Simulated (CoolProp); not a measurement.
A single-stage vapour-compression cycle with the fluid: evaporating at 282.15 K (dew point), condensing at 315.15 K (bubble point), superheat 8 K, subcooling 5 K, compressor efficiency 0.8, no pressure losses. The same conditions are run with several fluids, on thermodynamics alone (safety and materials aside).

Model: reference Helmholtz-energy equation of state of each fluid (R1224YDZ: Akasaka 2023; R123: Younglove 1994; vinyl chloride: Thol 2022; tetrahydrofuran: Fiedler 2023; R1336mzz(Z): McLinden 2020; carbonyl sulfide: Lemmon 2006), in CoolProp.

| fluid | cooling COP | pressure ratio | discharge temperature (K) | refrigerating effect (kJ/kg) | volumetric capacity (kJ/m³) |
|---|---|---|---|---|---|
| R1224YDZ | 6.22 | 3.23 | 324.5 | 146 | 752 |
| R123 | 6.31 | 3.40 | 328.8 | 155 | 487 |
| vinyl chloride | 6.22 | 2.68 | 349.2 | 300 | 1940 |
| tetrahydrofuran | 6.41 | … | 347.7 | 417 | 128 |
| R1336mzz(Z) | 6.23 | 3.64 | … | 148 | … |
| carbonyl sulfide | 5.89 | … | … | … | 5430 |

Complete the blanks.


- tetrahydrofuran, pressure ratio: 4.26
- R1336mzz(Z), discharge temperature (K): 320.8
- R1336mzz(Z), volumetric capacity (kJ/m³): 388
- carbonyl sulfide, pressure ratio: 2.27
- carbonyl sulfide, discharge temperature (K): 355.1
- carbonyl sulfide, refrigerating effect (kJ/kg): 230
